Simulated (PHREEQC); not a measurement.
Consider water at 25 °C with 0.55 mol/kgw LiBr, 1 mol/kgw SrCl2 and 0.000285 mol/kgw H4SiO4. Closed to the air; pH follows from the charge balance.

Model: Pitzer model, pitzer.dat, run in PHREEQC.

Q: The ionic strength comes out as 3.55 mol/kgw. What activity coefficients do Li+, Sr+2, Cl-, Br- get?

A: Li+ 1.4, Sr+2 0.47, Cl- 0.57, Br- 0.65. Single-ion values are on the MacInnes scale.

This is a speciation only: nothing precipitates in the calculation. In brines, pH and single-ion activities rest on the MacInnes convention.
